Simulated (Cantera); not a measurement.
Mixture: CO : H₂ : CH₄ : O₂ : N₂ = 1 : 0.034 : 0.1 : 1.28 : 4.81 (molar parts), at 10.0 bar, adiabatic and at constant pressure. Ignition delay is the time to a rise of 400 K.

Cantera simulation using GRI-Mech 3.0 (53 species, 325 reactions); the numbers are that mechanism's predictions, not measurements.

### Question
What does this change do: O2 1.28 to 0.63 parts?

### Answer
```
quantity                                               before       after
--------------------------------------------------  ---------  ----------
delay at 1100 K                                       1.11 ms     1.54 ms
delay at 1200 K                                      0.266 ms    0.452 ms
delay at 1300 K                                       94.2 µs    0.185 ms
delay at 1400 K                                       42.4 µs     87.8 µs
delay at 1500 K                                       22.8 µs     45.9 µs
delay at 1600 K                                       14.1 µs     26.4 µs
delay at 1700 K                                       9.72 µs     16.6 µs
apparent activation energy between 1500 and 1700 K  90 kJ/mol  110 kJ/mol
```
